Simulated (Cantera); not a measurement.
Feed: 1 mol MgO, 1.7 mol O2, 44 mol N2, equilibrated at 1275 °C and 13.3 mbar.

These are equilibrium values from Cantera (NASA tables, ideal gas, pure condensed phases), not measurements of a reactor. Candidate condensed phases: Mg, MgO; 13 gas species. Rates play no part.

Base state: N2 0.962, O2 0.0368, NO 0.000711, O 1.27e-5 (mole fractions); condensed: MgO(s).

Q: What changes in the equilibrium state with this change: MgO replaced by CaCO3?

A: 
```tsv
species	before	after
N2	0.962	0.942
O2	0.0368	0.0361
CO2	0	0.0214
NO	0.000711	0.000696
O	1.27e-5	1.25e-5
MgO(s), mol	1.00	0
CaO(s), mol	0	1.00
```
Further candidate phases: C, Ca, CaCO3, CaO.
